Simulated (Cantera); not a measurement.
A closed system holds: 1 mol SiCl4, 17 mol NH3, 54 mol H2, held at 1998 K and 10.0 mbar.

Cantera equilibrium calculation (NASA polynomials, part measured and part estimated; ideal gas, pure solids and liquids). Candidate condensed phases: NH4Cl, Si, Si3N4; 28 gas species. The tables' values for SiCl, SiN are old estimates; treat these amounts as uncertain. Gases not in the tables: Si2H6 and higher silanes. Kinetics and transport are ignored.

Base state: H2 0.847, N2 0.0932, HCl 0.0357, H 0.0148, Si 0.00425, SiCl2 0.00361, SiCl 0.000495, Cl 0.000464 (mole fractions); condensed: Si(l).

Task: What changes in the equilibrium state with this change: H2 from 54 to 0.84 mol?

Result: 
```tsv
species	before	after
H2	0.847	0.665
N2	0.0932	0.228
HCl	0.0357	0.0698
SiCl2	0.00361	0.0176
H	0.0148	0.0131
SiCl3	3.24e-6	3.49e-5
SiCl	0.000495	0.00109
Cl	0.000464	0.00102
SiN	3.40e-5	5.31e-5
Si2N	4.47e-5	6.99e-5
Si(l), mol	0.184	0.120
```
The tables' values for SiCl, SiN, SiCl3 are old estimates; treat these amounts as uncertain.

Task: What changes in the equilibrium state with this change: H2 from 54 to 0.57 mol?

Result: 
```tsv
species	before	after
H2	0.847	0.662
N2	0.0932	0.230
HCl	0.0357	0.0702
SiCl2	0.00361	0.0178
H	0.0148	0.0131
SiCl3	3.24e-6	3.56e-5
SiCl	0.000495	0.00110
Si(l), mol	0.184	0.118
```
The tables' values for SiCl, SiN, SiCl3 are old estimates; treat these amounts as uncertain.
